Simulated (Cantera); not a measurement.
Input: 1 mol c-C₄F₈, 1.9 mol H₂, equilibrated at 1725 K and 3.10e-5 bar.

Equilibrium computed with Cantera from the NASA thermochemical tables; the gas is ideal and each condensed phase is pure. Candidate condensed phases: C, C₆H₆, C₇H₈, C₈H₁₈; 95 gas species. The feed counts by its element totals alone. Gases not in the tables: C₂F₆ and larger saturated fluorocarbons. Kinetics and transport are ignored.

Base state: HF 0.714, CF₄ 0.149, F 0.0810, CF₂ 0.0545, CF₃ 0.00108, CF 7.69e-5 (mole fractions); condensed: C(graphite).

Question: What changes in the equilibrium state with this change: temperature from 1725 K to 723.15 K?

Answer: 
```csv
species,before,after
HF,0.714,0.784
CF₄,0.149,0.216
F,0.0810,<1e-9
CF₂,0.0545,<1e-9
CF₃,0.00108,<1e-9
CF,7.69e-5,<1e-9
"C(graphite), mol",2.91,2.95
```
Condensed phases not in the tables: fluorocarbon polymer.
